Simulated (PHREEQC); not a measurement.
Brine (model solution)

Solution (20 °C): 0.66 mol/kgw MgCl2, 3.5 mol/kgw KCl and 0.18 mol/kgw LiCl. Closed to the air; pH follows from the charge balance.

Equilibrium calculation in PHREEQC: Pitzer model, pitzer.dat.

The ionic strength comes out as 5.66 mol/kgw and the activity of water is 0.829. The density comes out as 1.177 g/cm³ and the osmotic coefficient is 1.115.

```csv
species,molality,activity,log γ
Cl-,5.00,2.99,-0.224
K+,3.50,2.46,-0.153
Mg+2,0.660,0.737,0.048
Li+,0.180,0.471,0.417
H+,5.58e-7,1.67e-6,0.476
MgOH+,5.48e-7,3.65e-7,-0.177
OH-,9.72e-9,3.40e-9,-0.456
```

Precipitation was switched off in this run. Complexes and solids missing from the database can't appear.
